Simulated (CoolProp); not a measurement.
Ethylbenzene along the isobar 12000 kPa: fugacity coefficient from the reference equation and from simpler models built on Tc = 617.1 K, pc = 3622 kPa, ω = 0.304; each cubic takes its own stable root.

Computed with CoolProp (reference Helmholtz-energy equation of state, Zhou 2012).

```csv
T (K),phase,reference
351.5,liquid,0.002204
372.1,liquid,0.004509
392.8,liquid,0.008424
413.4,liquid,0.01451
434.1,liquid,0.02346
454.8,liquid,0.03582
475.4,liquid,0.05201
496.1,liquid,0.07254
516.7,liquid,0.09739
537.4,liquid,0.1268
558,liquid,0.1603
578.7,liquid,0.1978
599.3,liquid,0.2385
620,supercritical,0.2819
```

**Question.** How far does each simpler model (van der Waals, Redlich-Kwong, Soave-Redlich-Kwong, Peng-Robinson) lie from the reference over these 14 states: mean and median of the absolute difference, and the worst?

**Answer.** 
- van der Waals: mean 408.2 %, median 176.9 %, worst +1867.8 % at 351.5 K and 12000 kPa
- Redlich-Kwong: mean 68.3 %, median 51.3 %, worst +188.4 % at 351.5 K and 12000 kPa
- Soave-Redlich-Kwong: mean 8.3 %, median 8.6 %, worst +10.1 % at 599.3 K and 12000 kPa
- Peng-Robinson: mean 1.3 %, median 1.4 %, worst +2.5 % at 351.5 K and 12000 kPa
